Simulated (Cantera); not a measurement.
A Cantera script and its output.

```python
import numpy as np
import cantera as ct

gas = ct.Solution("gri30.yaml")
gas.TPX = 1150, 13332, {'N2O': 1, 'N2': 0.53}
reactor = ct.IdealGasConstPressureReactor(gas, energy="off", clone=False)
net = ct.ReactorNet([reactor])
net.rtol, net.atol = 1e-08, 1e-18
show = ['N2O', 'N2', 'NO', 'NO2', 'O2']
times = np.geomspace(0.0002, 20, 13)

steps = ct.SolutionArray(gas, extra=["t"])
rows = []
print(f"{'t/s':>10s}{'T/K':>9s}{'P/Pa':>11s}" + "".join(f"{s:>11s}" for s in show))
for t in times:
    while net.time < t:
        t_next = net.step()
        steps.append(gas.state, t=t_next)
    rows.append([np.interp(t, steps.t, y) for y in (steps.T, steps.P, *steps(*show).X.T)])
    print(f"{t:10.3e}{rows[-1][0]:9.1f}{rows[-1][1]:11.4g}" + "".join(f"{x:11.3e}" for x in rows[-1][2:]))
rate = np.gradient(steps.T, steps.t)
print("integrator steps:", len(steps.t))
if steps.T.max() > steps.T[0] + 200:
    print(f"time of steepest temperature rise: {steps.t[rate.argmax()]:.4e} s")
gas.TPX = 1150, 13332, {'N2O': 1, 'N2': 0.53}
gas.equilibrate("TP")
print(f"equilibrium (TP): T = {gas.T:.1f} K  " + "  ".join(f"{s} {gas[s].X[0]:.3e}" for s in show))
```

Output:

```
       t/s      T/K       P/Pa        N2O         N2         NO        NO2         O2
 2.000e-04   1150.0  1.333e+04  6.536e-01  3.464e-01  2.133e-07  1.076e-13  1.140e-06
 5.220e-04   1150.0  1.333e+04  6.536e-01  3.464e-01  7.482e-07  1.323e-12  3.998e-06
 1.363e-03   1150.0  1.333e+04  6.536e-01  3.464e-01  2.174e-06  1.116e-11  1.162e-05
 3.557e-03   1150.0  1.333e+04  6.535e-01  3.465e-01  5.896e-06  8.220e-11  3.150e-05
 9.283e-03   1150.0  1.333e+04  6.534e-01  3.465e-01  1.561e-05  5.681e-10  8.341e-05
 2.423e-02   1150.0  1.333e+04  6.530e-01  3.468e-01  4.095e-05  3.818e-09  2.188e-04
 6.325e-02   1150.0  1.333e+04  6.519e-01  3.474e-01  1.070e-04  2.454e-08  5.717e-04
 1.651e-01   1150.0  1.333e+04  6.493e-01  3.490e-01  2.786e-04  1.437e-07  1.490e-03
 4.309e-01   1150.0  1.333e+04  6.424e-01  3.530e-01  7.222e-04  6.934e-07  3.863e-03
 1.125e+00   1150.0  1.333e+04  6.248e-01  3.634e-01  1.851e-03  2.504e-06  9.908e-03
 2.936e+00   1150.0  1.333e+04  5.818e-01  3.888e-01  4.612e-03  7.126e-06  2.473e-02
 7.662e+00   1150.0  1.333e+04  4.859e-01  4.455e-01  1.074e-02  1.754e-05  5.781e-02
 2.000e+01   1150.0  1.333e+04  3.136e-01  5.475e-01  2.158e-02  3.653e-05  1.173e-01
integrator steps: 714
equilibrium (TP): T = 1150.0 K  N2O 3.614e-09  N2 7.536e-01  NO 1.398e-04  NO2 1.197e-06  O2 2.462e-01
```

Detailed kinetics in Cantera: GRI-Mech 3.0 (53 species, 325 reactions). GRI-Mech 3.0 was tuned for natural gas; its chemistry of N2O as a main component is partial and can be far from experiment. The mechanism lacks the step 2 NO + O2 → 2 NO2, which can matter for NO2 below about 1400 K. The temperature is held fixed by assumption; the heat of reaction is taken as removed at once.
